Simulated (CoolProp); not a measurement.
Vapour-liquid equilibrium of carbonyl sulfide (1) + propane (2) at 245.3 K; x and y are mole fractions of (1).

Model: multi-fluid Helmholtz-energy mixture model, Lemmon 2006 and Lemmon 2009; pair parameters Bell 2016, in CoolProp.

Q: Give the bubble pressure and the first vapour's composition at x = 0.275, 0.65, 0.725. Is there an azeotrope?

A: x = 0.275: 2.075 bar, y = 0.347; x = 0.65: 2.327 bar, y = 0.709; x = 0.725: 2.375 bar, y = 0.776. No azeotrope shows between x = 0.05 and 0.95.

The pair parameters rest on a limited set of measurements; away from them the model extrapolates.
